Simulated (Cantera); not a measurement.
**PbO + H2O + N2 (chemical vapour transport)**

Feed: 1 mol PbO, 0.41 mol H2O, 1.6 mol N2, at 900 Torr.

These are equilibrium values from Cantera (NASA tables, ideal gas, pure condensed phases), not measurements of a reactor. Candidate condensed phases: H2O, Pb, PbO, PbO2, Pb3O4; 27 gas species. Gases not in the tables: (PbO)n polymers. Equilibrium is a limit: real reactors are often held back by kinetics, nucleation or transport.

From 1100 K to 1150 K the condensed part is PbO(yellow). From 1200 K to 1700 K the condensed part is PbO(l).

```tsv
T (K)	x N2	x H2O	x PbO	x Pb	x O2	x NO	x OH	x H2	n PbO(yellow)	n PbO(l)
1100	0.796	0.204	5.16e-6	8.25e-7	5.09e-7	1.33e-7	3.66e-8	3.44e-7	1.000	0
1150	0.796	0.204	1.90e-5	3.08e-6	1.64e-6	3.69e-7	1.06e-7	6.25e-7	1.000	0
1200	0.796	0.204	5.69e-5	9.41e-6	4.71e-6	9.31e-7	2.81e-7	1.09e-6	0	1.000
1250	0.796	0.204	0.000152	2.57e-5	1.25e-5	2.19e-6	6.89e-7	1.82e-6	0	1.000
1300	0.796	0.204	0.000376	6.44e-5	3.08e-5	4.82e-6	1.58e-6	2.91e-6	0	0.999
1350	0.795	0.204	0.000865	0.000150	7.13e-5	1.00e-5	3.40e-6	4.49e-6	0	0.998
1400	0.794	0.203	0.00187	0.000327	0.000155	1.98e-5	6.92e-6	6.73e-6	0	0.996
1450	0.792	0.203	0.00380	0.000675	0.000321	3.72e-5	1.34e-5	9.80e-6	0	0.991
1500	0.789	0.202	0.00735	0.00132	0.000629	6.70e-5	2.49e-5	1.39e-5	0	0.982
1550	0.782	0.200	0.0136	0.00248	0.00118	0.000116	4.41e-5	1.92e-5	0	0.967
1600	0.771	0.198	0.0241	0.00445	0.00212	0.000193	7.54e-5	2.60e-5	0	0.941
1650	0.754	0.193	0.0411	0.00771	0.00369	0.000309	0.000124	3.41e-5	0	0.896
1700	0.726	0.186	0.0678	0.0129	0.00618	0.000478	0.000196	4.34e-5	0	0.822
```
x: gas mole fraction; n: condensed amount in mol.
